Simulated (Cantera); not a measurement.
# AlN + F2 + O2 (nitride etching)

Charge: 1 mol AlN, 9.3 mol F2, 0.21 mol O2, equilibrated at 4.30 Pa.

These are equilibrium values from Cantera (NASA tables, ideal gas, pure condensed phases), not measurements of a reactor. Candidate condensed phases: Al, AlF3, AlN, Al2O3; 30 gas species. Rates play no part.

From 775 °C to 1675 °C nothing is condensed. The main Al-bearing gas is AlF3 throughout.

```json
[
 {"T (°C)": "775", "x F": "0.900", "x AlF3": "0.0578", "x N2": "0.0289", "x AlF2O": "1.12e-5", "x O2": "0.0121", "x F2": "0.00146"},
 {"T (°C)": "875", "x F": "0.901", "x AlF3": "0.0577", "x N2": "0.0289", "x AlF2O": "7.06e-5", "x O2": "0.0121", "x F2": "0.000280"},
 {"T (°C)": "975", "x F": "0.901", "x AlF3": "0.0574", "x N2": "0.0289", "x AlF2O": "0.000330", "x O2": "0.0120", "x F2": "6.96e-5"},
 {"T (°C)": "1075", "x F": "0.902", "x AlF3": "0.0565", "x N2": "0.0289", "x AlF2O": "0.00120", "x O2": "0.0115", "x F2": "2.12e-5"},
 {"T (°C)": "1175", "x F": "0.903", "x AlF3": "0.0542", "x N2": "0.0288", "x AlF2O": "0.00343", "x O2": "0.0104", "x F2": "7.63e-6"},
 {"T (°C)": "1275", "x F": "0.905", "x AlF3": "0.0499", "x N2": "0.0287", "x AlF2O": "0.00760", "x O2": "0.00820", "x F2": "3.13e-6"},
 {"T (°C)": "1375", "x F": "0.908", "x AlF3": "0.0443", "x N2": "0.0287", "x AlF2O": "0.0131", "x O2": "0.00534", "x F2": "1.43e-6"},
 {"T (°C)": "1475", "x F": "0.911", "x AlF3": "0.0393", "x N2": "0.0286", "x AlF2O": "0.0179", "x O2": "0.00272", "x F2": "7.14e-7"},
 {"T (°C)": "1575", "x F": "0.912", "x AlF3": "0.0363", "x N2": "0.0285", "x AlF2O": "0.0208", "x O2": "0.00107", "x F2": "3.83e-7"},
 {"T (°C)": "1675", "x F": "0.913", "x AlF3": "0.0352", "x N2": "0.0285", "x AlF2O": "0.0219", "x O2": "0.000362", "x F2": "2.19e-7"}
]
```
x: gas mole fraction; nothing condenses.
